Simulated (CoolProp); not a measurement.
Saturation properties of CHF3 (R23).

Computed with CoolProp (reference Helmholtz-energy equation of state, Penoncello 2003).

| T (K) | p (bar) | enthalpy of vaporisation (kJ/kg) | liquid cp (kJ/(kg K)) | liquid conductivity (mW/(m K)) |
|---|---|---|---|---|
| 198.3 | 1.507 | 233.4 | 1.251 | 129 |
| 205 | 2.124 | 227.5 | 1.267 | 124 |
| 211.6 | 2.906 | 221.4 | 1.285 | 119 |
| 218.2 | 3.894 | 215.0 | 1.306 | 114 |
| 224.8 | 5.120 | 208.3 | 1.332 | 110 |
| 231.4 | 6.618 | 201.0 | 1.362 | 105 |
| 238.1 | 8.455 | 193.1 | 1.399 | 101 |
| 244.7 | 10.61 | 184.8 | 1.443 | 97.1 |
| 251.3 | 13.16 | 175.6 | 1.499 | 93.0 |
| 257.9 | 16.14 | 165.6 | 1.570 | 88.8 |
| 264.5 | 19.60 | 154.5 | 1.665 | 84.5 |
| 271.1 | 23.59 | 141.9 | 1.799 | 80.0 |
| 277.8 | 28.24 | 127.1 | 2.012 | 75.1 |
| 284.4 | 33.49 | 109.5 | 2.395 | 69.6 |
| 291 | 39.48 | 86.54 | 3.364 | 62.9 |

It boils at 191.1 K under 1 atm.

Thermal conductivity comes from a separate model (Shan 2000).
